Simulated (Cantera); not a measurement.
A perfectly stirred reactor is fed with 8.14 % CH4, 2.12 % H2, 18.9 % O2, 70.9 % N2, equivalence ratio 0.92, at 9.87 atm; it is adiabatic with a 500 K inlet, and is followed from long to short residence time, starting on the burning branch (τ in s: 0.041, 0.017, 0.0068, 0.0028, 0.0011, 0.00046, 0.00019, 7.7e-05, 3.1e-05, 1.3e-05, 5.2e-06).

Detailed kinetics in Cantera: GRI-Mech 3.0 (53 species, 325 reactions).

x: mole fraction; the columns are a selection and need not sum to one.

```csv
τ (s),T (K),x CH4,x H2,x O2,x H2O,x C2H4,x CH3,x CH2
0.041,2320,1.11e-6,0.00113,0.0154,0.183,2.99e-11,5.66e-7,3.41e-8
0.017,2320,2.60e-6,0.00117,0.0158,0.182,1.61e-10,1.32e-6,8.12e-8
0.0068,2318,6.16e-6,0.00127,0.0164,0.182,8.87e-10,3.14e-6,1.98e-7
0.0028,2312,[?],[?],0.0170,0.182,[?],[?],[?]
0.0011,2298,3.01e-5,0.00194,0.0179,0.181,1.81e-8,1.50e-5,1.04e-6
0.00046,2275,5.96e-5,0.00267,0.0192,0.179,5.97e-8,2.87e-5,2.10e-6
0.00019,2239,0.000117,0.00378,0.0213,0.177,1.77e-7,5.31e-5,4.05e-6
7.7e-5,2186,0.000239,0.00533,0.0245,0.174,5.24e-7,9.91e-5,7.53e-6
3.1e-5,2110,0.000545,0.00735,0.0295,0.170,1.85e-6,0.000198,1.38e-5
1.3e-5,500,0.0814,0.0212,0.189,<1e-12,<1e-12,<1e-12,<1e-12
5.2e-6,500,0.0814,0.0212,0.189,<1e-12,<1e-12,<1e-12,<1e-12
```

**Question.** What belongs in the gaps?

**Answer.** 
- 0.0028, x CH4: 1.37e-5
- 0.0028, x H2: 0.00149
- 0.0028, x C2H4: 4.19e-9
- 0.0028, x CH3: 6.95e-6
- 0.0028, x CH2: 4.55e-7
